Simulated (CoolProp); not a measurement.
Water along the isotherm 1000 K: fugacity coefficient from the reference equation and from simpler models built on Tc = 647.1 K, pc = 22060 kPa, ω = 0.344; each cubic takes its own stable root.

The numbers come from the reference Helmholtz-energy equation of state, Wagner 2002 in CoolProp.

| p (kPa) | phase | reference |
|---|---|---|
| 3680 | gas | 0.9906 |
| 7350 | gas | 0.9814 |
| 11000 | gas | 0.9722 |
| 14700 | gas | 0.9629 |
| 18400 | gas | 0.9538 |
| 22100 | supercritical | 0.9447 |
| 25700 | supercritical | 0.9360 |
| 29400 | supercritical | 0.9271 |
| 33100 | supercritical | 0.9184 |
| 36800 | supercritical | 0.9098 |
| 40500 | supercritical | 0.9013 |
| 44100 | supercritical | 0.8932 |
| 47800 | supercritical | 0.8850 |
| 51500 | supercritical | 0.8770 |
| 55200 | supercritical | 0.8692 |

How far does each simpler model (van der Waals, Soave-Redlich-Kwong, Peng-Robinson) lie from the reference over these 15 states: mean and median of the absolute difference, and the worst?


- van der Waals: mean 5.1 %, median 5.2 %, worst -9.3 % at 1000 K and 55200 kPa
- Soave-Redlich-Kwong: mean 2.3 %, median 2.1 %, worst +5.1 % at 1000 K and 55200 kPa
- Peng-Robinson: mean 0.4 %, median 0.5 %, worst -0.6 % at 1000 K and 22100 kPa
